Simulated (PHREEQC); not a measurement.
Consider water at 25 °C with 4.4 mmol/kgw ZnSO4 and 0.96 mmol/kgw HCl. Closed to the air; pH follows from the charge balance.

Equilibrium calculation in PHREEQC: ion-association model, wateq4f.dat.

Each row changes one thing in this solution. Precipitation was switched off in this run.

```json
[
 {"case": "as made", "pH": "3.14", "ionic strength (mol/kgw)": "0.0141"},
 {"case": "ZnSO4 replaced by MgSO4 at the same molality", "pH": "3.14", "ionic strength (mol/kgw)": "0.0142"},
 {"case": "0.00073 mol/kgw LiOH added", "pH": "3.76", "ionic strength (mol/kgw)": "0.0143"},
 {"case": "ZnSO4 from 0.0044 to 0.0088 mol/kgw", "pH": "3.19", "ionic strength (mol/kgw)": "0.0249"},
 {"case": "ZnSO4 left out", "pH": "3.03", "ionic strength (mol/kgw)": "0.000960"},
 {"case": "temperature from 25 to 85 °C", "pH": "3.32", "ionic strength (mol/kgw)": "0.0130"}
]
```

At this temperature some constants are extrapolated from 25 °C, and those without enthalpy data are left unchanged.
